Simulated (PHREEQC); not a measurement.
Alkaline etch or developer

Dissolve 0.0057 mol/kgw TMAH and 0.21 mol/kgw K3PO4 at 20 °C. Closed to the air; pH follows from the charge balance.

The numbers come from PHREEQC with the ion-association model, phreeqc.dat.

Each row changes one thing in this solution. No solid was allowed to form.

| case | pH | ionic strength (mol/kgw) |
|---|---|---|
| as made | 12.27 | 1.23 |
| diluted 10-fold with water | 11.99 | 0.110 |
| temperature from 20 to 60 °C | 11.43 | 1.17 |
| K3PO4 from 0.21 to 0.231 mol/kgw | 12.28 | 1.35 |
| temperature from 20 to 65 °C | 11.34 | 1.17 |
| TMAH from 0.0057 to 0.00513 mol/kgw | 12.26 | 1.23 |
| K3PO4 left out | 11.88 | 0.00570 |
| K3PO4 replaced by KHCO3 at the same molality | 8.51 | 0.223 |
| K3PO4 replaced by NaH2PO4 at the same molality | 5.22 | 0.220 |

The ionic strength passes 0.7 mol/kgw, the rough limit of the ion-association models, in as made; temperature from 20 to 60 °C; K3PO4 from 0.21 to 0.231 mol/kgw; temperature from 20 to 65 °C; TMAH from 0.0057 to 0.00513 mol/kgw. Species that the database lacks are ignored. (CH3)4N+ isn't in the database: it is added as a free cation with an ion size of 4 Å. Constants without temperature data keep their 25 °C values here.
